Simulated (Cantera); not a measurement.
Input: 1 mol CsCl, 0.39 mol N2, 0.84 mol H2O, at 10.0 mbar.

These are equilibrium values from Cantera (NASA tables, ideal gas, pure condensed phases), not measurements of a reactor. Candidate condensed phases: Cs, CsCl, CsOH, H2O, NH4Cl; 37 gas species. Equilibrium is a limit: real reactors are often held back by kinetics, nucleation or transport.

Q: At 1625 °C, list the 5 most abundant gas species with their mole fractions, and the condensed phases.

A: CsCl 0.435, H2O 0.356, N2 0.173, HCl 0.00980, H2 0.00758. Condensed: gas only.
